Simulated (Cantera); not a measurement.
Charge: 1 mol SO2, held at 1102 °C and 0.00133 bar.

Method: chemical equilibrium by Gibbs-energy minimisation in Cantera with the NASA 1993 tables (ideal gas, pure condensed phases). Candidate condensed phases: S; 10 gas species. Equilibrium is a limit: real reactors are often held back by kinetics, nucleation or transport.

Base state: SO2 1.000, SO 0.000139, O2 5.88e-5, SO3 2.10e-5 (mole fractions); condensed: gas only.

**Question.** What changes in the equilibrium state with this change: temperature from 1102 °C to 1675 °C?

**Answer.** 
| species | before | after |
|---|---|---|
| SO2 | 1.000 | 0.964 |
| SO | 0.000139 | 0.0230 |
| O2 | 5.88e-5 | 0.0111 |
| S | 1.28e-8 | 0.000191 |
| O | 1.34e-7 | 0.00128 |
